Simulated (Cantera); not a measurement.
Feed: 1 mol SO₂, 1.2 mol O₂, 1.3 mol N₂, at 3.60 mbar.

Cantera equilibrium calculation (NASA polynomials, part measured and part estimated; ideal gas, pure solids and liquids). Candidate condensed phases: S; 17 gas species. The numbers say what is thermodynamically allowed, not how fast it happens.

**Question.** At 2275 °C, list the 7 most abundant gas species with their mole fractions, and the condensed phases.

**Answer.** N₂ 0.324, O₂ 0.250, SO₂ 0.203, O 0.152, SO 0.0496, NO 0.0175, S 0.00298. Condensed: gas only.
